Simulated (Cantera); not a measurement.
# Ammonia decomposition in nitride growth gas

A perfectly stirred reactor is fed with NH3 : N2 = 1 : 3.9 (molar parts), at 0.0450 bar; it is held at 1873 K, and followed from long to short residence time.

Detailed kinetics in Cantera: the gas-phase N/H chemistry of the illustrative SiF4/NH3 mechanism in the Surface Chemkin manual (1991). Walls and surfaces, which speed up NH3 decomposition in real reactors, are not modelled.

```
τ (s)    x NH3   x N2   x N2H2     x NH2    x N2H4     x NH       x H
------  ------  -----  -------  --------  --------  -------  --------
9.7     0.0359  0.754  1.39e-7   9.37e-5  5.51e-10  3.54e-6  0.000198
3.7     0.0680  0.762  3.14e-7  0.000150   1.42e-9  4.61e-6  0.000135
1.4      0.111  0.773  5.99e-7  0.000219   3.01e-9  5.55e-6   8.22e-5
0.55     0.152  0.783  9.09e-7  0.000284   5.06e-9  5.93e-6   4.47e-5
0.21     0.180  0.790  1.14e-6  0.000342   7.36e-9  5.53e-6   2.14e-5
0.081    0.194  0.793  1.21e-6  0.000385   9.34e-9  4.45e-6   9.31e-6
0.031    0.201  0.795  1.07e-6  0.000391   9.62e-9  3.21e-6   3.53e-6
0.012    0.203  0.796  6.74e-7  0.000327   6.73e-9  2.07e-6   1.11e-6
0.0046   0.204  0.796  2.02e-7  0.000187   2.21e-9  8.99e-7   3.05e-7
0.0018   0.204  0.796  3.13e-8   7.87e-5  3.89e-10  2.31e-7   1.58e-7
```
x: mole fraction; the columns are a selection and need not sum to one.
